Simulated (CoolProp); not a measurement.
Computed with CoolProp (reference Helmholtz-energy equation of state, Marx 1992).

Problem. For R113, give the phase and the cv (kJ/(kg K)) at 335.4 K and 101 kPa; 436.6 K and 101 kPa; 461.9 K and 101 kPa.

Solution. 
- 335.4 K and 101 kPa: gas; cv 0.648
- 436.6 K and 101 kPa: gas; cv 0.724
- 461.9 K and 101 kPa: gas; cv 0.740
